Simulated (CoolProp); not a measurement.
Vapour-liquid equilibrium of CHF3 (R23) (1) + sulfur hexafluoride (2) at -0.75 °C; x and y are mole fractions of (1).

The numbers come from the multi-fluid Helmholtz-energy mixture model, Penoncello 2003 and Guder 2009; pair parameters Bell 2016 in CoolProp.

| x | bubble pressure (bar) | y at the bubble point | dew pressure at overall composition x (bar) | liquid density (mol/L) |
|---|---|---|---|---|
| 0.05 | 14.22 | 0.143 | 12.89 | 10.76 |
| 0.2 | 18.43 | 0.372 | 15.14 | 10.96 |
| 0.35 | 21.12 | 0.499 | 17.96 | 11.23 |
| 0.5 | 22.98 | 0.598 | 21.15 | 11.63 |
| 0.65 | 24.24 | 0.697 | 23.72 | 12.24 |
| 0.8 | 24.88 | 0.808 | 24.86 | 13.15 |
| 0.95 | 24.72 | 0.945 | 24.70 | 14.38 |

y crosses x between x = 0.8 and 0.95: the model has an azeotrope there.

Pair parameters are fitted to limited data, so mixtures are less certain than the pure fluids.
